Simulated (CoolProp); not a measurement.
Values from CoolProp's reference Helmholtz-energy equation of state, Rui 2013.

Q: For R236EA, give the phase and the cp (kJ/(kg K)), Joule-Thomson coefficient (K/MPa), isothermal compressibility (1/MPa), Prandtl number at 295.8 K and 46.8 bar; 363.6 K and 46.8 bar.

A: 
- 295.8 K and 46.8 bar: liquid; cp 1.24, Joule-Thomson coefficient -0.219, isothermal compressibility 0.00243, Prandtl number 6.40
- 363.6 K and 46.8 bar: liquid; cp 1.39, Joule-Thomson coefficient 0.152, isothermal compressibility 0.00845, Prandtl number 4.15

Viscosity comes from a separate model (Huber 2003), an estimate that may be off by 10 % or more. Thermal conductivity comes from a separate model (Huber 2003), an estimate that may be off by 10 % or more.
